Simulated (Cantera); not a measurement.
A closed system holds: 1 mol CO, 0.021 mol O₂, 17 mol H₂, held at 2402 °C and 14.0 Pa.

These are equilibrium values from Cantera (NASA tables, ideal gas, pure condensed phases), not measurements of a reactor. Candidate condensed phases: C, C₆H₆, C₇H₈, C₈H₁₈, H₂O; 110 gas species. Kinetics and transport are ignored.

Base state: H 0.924, H₂ 0.0448, CO 0.0298, O 0.00115, OH 8.69e-5, H₂O 1.69e-5 (mole fractions); condensed: gas only.

### Question
What changes in the equilibrium state with this change: temperature from 2402 °C to 1352 °C?

### Answer
```
species   before    after
-------  -------  -------
H₂        0.0448    0.937
CO        0.0298   0.0554
H          0.924  0.00577
O        0.00115  3.00e-9
OH       8.69e-5  5.92e-7
```
